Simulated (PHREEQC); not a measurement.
PHREEQC input (ion-association model, wateq4f.dat):

```
SOLUTION_MASTER_SPECIES
  An  An-  0  An  62.0  # stands for a non-complexing anion
SOLUTION_SPECIES
  An- = An-
    -log_k 0
    -gamma 3.0 0
PHASES
  Fix_H+
    H+ = H+
    -log_k 0
SOLUTION 1
  temp 25
  units mmol/kgw
  pH 7 charge
  Cl 0.176
  Mg 0.088
  Na 5
  An 5
END
SELECTED_OUTPUT 1
  -reset false
  -pH true
  -pe true
  -ionic_strength true
  -water true
  -totals Cl Mg Na
  -molalities Hfo_wOH Hfo_wOH2+ Hfo_wO- Hfo_sOH Hfo_sOH2+ Hfo_sO- Hfo_wOMg+
  -saturation_indices Brucite Halite
USER_PUNCH 1
  -headings sigma psi
  10 PUNCH EDL("sigma", "Hfo"), EDL("psi", "Hfo")
PRINT
  -reset false
USE solution 1
SURFACE 1
  Hfo_wOH 0.000269663 600 0.12
  Hfo_sOH 6.74157e-06
EQUILIBRIUM_PHASES 1
  Fix_H+ -3 HAn 10
    -force_equality true
  O2(g) -0.68 10
END
# ... the last block is repeated for the other 12 points of pH, with NaOH or the acid as the point needs
```

Selected output (columns that matter, 11 of 13 rows; pH added in front):

```
pH	mu	Mg	Na	m_Hfo_wOH	m_Hfo_wOH2+	m_Hfo_wO-	m_Hfo_sOH	m_Hfo_sOH2+	m_Hfo_sO-	m_Hfo_wOMg+	si_Brucite	si_Halite	sigma	psi
3	0.0064568	8.8e-05	0.005	4.7522e-05	0.00022191	2.3314e-07	1.188e-06	5.5477e-06	5.8284e-09	1.8147e-14	-15.038	-7.7115	0.30451	0.21419
3.67	0.0055774	8.8e-05	0.005	0.0001035	0.00016467	1.4903e-06	2.5876e-06	4.1168e-06	3.7258e-08	3.0059e-13	-13.689	-7.7068	0.22416	0.20222
4.33	0.0053701	8.8e-05	0.005	0.00015142	0.00011362	4.6225e-06	3.7854e-06	2.8406e-06	1.1556e-07	4.3552e-12	-12.367	-7.7056	0.14973	0.18248
5.67	0.0052858	8.7999e-05	0.005	0.00019856	5.4548e-05	1.6557e-05	4.9639e-06	1.3637e-06	4.1394e-07	1.0028e-09	-9.6857	-7.7051	0.052189	0.12903
6.33	0.0052747	8.7984e-05	0.005	0.00020456	4.2567e-05	2.252e-05	5.1143e-06	1.0642e-06	5.6303e-07	1.6351e-08	-8.3657	-7.705	0.027561	0.097119
7	0.005268	8.7697e-05	0.005	0.00020626	3.611e-05	2.699e-05	5.1623e-06	9.0376e-07	6.7551e-07	3.0251e-07	-7.027	-7.705	0.012933	0.061924
7.67	0.0052576	8.2824e-05	0.0050074	0.00020301	2.9898e-05	3.1578e-05	5.1746e-06	7.6208e-07	8.0491e-07	5.1761e-06	-5.7118	-7.7043	0.0046279	0.026731
8.33	0.005232	5.3839e-05	0.0050704	0.0001735	1.4527e-05	4.7473e-05	4.9667e-06	4.1584e-07	1.359e-06	3.4161e-05	-4.5788	-7.6987	0.000363	0.0021973
9.67	0.0052316	2.0079e-06	0.0052287	9.0724e-05	2.075e-06	9.0871e-05	3.33e-06	7.6162e-08	3.3354e-06	8.5992e-05	-3.3327	-7.6854	-0.0081268	-0.043734
10.33	0.0054148	1.4286e-07	0.0054213	8.0757e-05	1.5008e-06	9.9548e-05	2.9946e-06	5.5652e-08	3.6913e-06	8.7857e-05	-3.1827	-7.6707	-0.018529	-0.077444
11	0.0062803	1.3181e-08	0.0062945	6.7433e-05	9.1925e-07	0.00011332	2.5023e-06	3.4111e-08	4.2051e-06	8.7986e-05	-2.9692	-7.6106	-0.038313	-0.10912
```

Complexes and solids missing from the database can't appear. The oxide is taken as insoluble; below pH 4 it would dissolve.
